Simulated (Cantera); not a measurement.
**Premixed flame**

A freely propagating, adiabatic, planar premixed flame of H₂ : O₂ : N₂ = 1 : 0.357 : 1.34 (molar parts), equivalence ratio 1.4, unburnt at 523 K and 6.40 bar; multicomponent+Soret transport, grid criteria slope 0.08 and curve 0.16, no radiation.

Detailed kinetics in Cantera: the H2/O2 subset of GRI-Mech 3.0, which has no nitrogen chemistry. The hydrogen kinetics of GRI-Mech 3.0 are dated; newer H2 mechanisms differ, most at raised pressure. Burning velocities carry a grid error of a few per cent, more on coarse grids.

```json
[
 {"z (mm)": "-0.114", "T (K)": "523", "u (m/s)": "6.46", "x H₂": "0.371", "x O₂": "0.132", "x H": "<1e-8", "x O": "<1e-8", "x HO₂": "<1e-8", "x H₂O₂": "<1e-8"},
 {"z (mm)": "-0.0760", "T (K)": "523", "u (m/s)": "6.46", "x H₂": "0.371", "x O₂": "0.132", "x H": "<1e-8", "x O": "<1e-8", "x HO₂": "<1e-8", "x H₂O₂": "<1e-8"},
 {"z (mm)": "-0.0570", "T (K)": "523", "u (m/s)": "6.46", "x H₂": "0.370", "x O₂": "0.132", "x H": "<1e-8", "x O": "<1e-8", "x HO₂": "4.57e-8", "x H₂O₂": "<1e-8"},
 {"z (mm)": "-0.0380", "T (K)": "524", "u (m/s)": "6.45", "x H₂": "0.368", "x O₂": "0.133", "x H": "<1e-8", "x O": "4.75e-8", "x HO₂": "1.64e-6", "x H₂O₂": "5.60e-8"},
 {"z (mm)": "-0.0190", "T (K)": "571", "u (m/s)": "6.75", "x H₂": "0.337", "x O₂": "0.138", "x H": "3.15e-5", "x O": "8.91e-6", "x HO₂": "0.000504", "x H₂O₂": "2.13e-5"},
 {"z (mm)": "-0.00949", "T (K)": "882", "u (m/s)": "10.0", "x H₂": "0.292", "x O₂": "0.130", "x H": "0.00293", "x O": "0.000302", "x HO₂": "0.00100", "x H₂O₂": "9.97e-5"},
 {"z (mm)": "0", "T (K)": "1355", "u (m/s)": "15.1", "x H₂": "0.223", "x O₂": "0.0935", "x H": "0.0188", "x O": "0.00238", "x HO₂": "0.000440", "x H₂O₂": "3.23e-5"},
 {"z (mm)": "0.00949", "T (K)": "1694", "u (m/s)": "18.8", "x H₂": "0.155", "x O₂": "0.0463", "x H": "0.0376", "x O": "0.00447", "x HO₂": "0.000190", "x H₂O₂": "4.89e-6"},
 {"z (mm)": "0.0190", "T (K)": "1877", "u (m/s)": "20.7", "x H₂": "0.121", "x O₂": "0.0198", "x H": "0.0447", "x O": "0.00446", "x HO₂": "7.56e-5", "x H₂O₂": "2.80e-6"},
 {"z (mm)": "0.0380", "T (K)": "2047", "u (m/s)": "22.5", "x H₂": "0.107", "x O₂": "0.00593", "x H": "0.0407", "x O": "0.00343", "x HO₂": "2.12e-5", "x H₂O₂": "1.53e-6"},
 {"z (mm)": "0.0760", "T (K)": "2194", "u (m/s)": "23.9", "x H₂": "0.108", "x O₂": "0.00254", "x H": "0.0296", "x O": "0.00208", "x HO₂": "8.81e-6", "x H₂O₂": "8.58e-7"},
 {"z (mm)": "0.152", "T (K)": "2311", "u (m/s)": "25.0", "x H₂": "0.110", "x O₂": "0.00124", "x H": "0.0195", "x O": "0.00101", "x HO₂": "4.07e-6", "x H₂O₂": "5.07e-7"},
 {"z (mm)": "0.304", "T (K)": "2392", "u (m/s)": "25.7", "x H₂": "0.112", "x O₂": "0.000517", "x H": "0.0120", "x O": "0.000418", "x HO₂": "1.57e-6", "x H₂O₂": "2.81e-7"}
]
```
x: mole fraction of selected species; z is measured from the peak of heat release.

| Quantity | Result |
|---|---|
| laminar burning velocity | 646 cm/s |
| thermal thickness | 0.0380 mm |
| peak x(H) | 0.0450 |
| peak x(O) | 0.00461 |
| peak x(HO₂) | 0.00120 |
| peak x(H₂O₂) | 0.000100 |
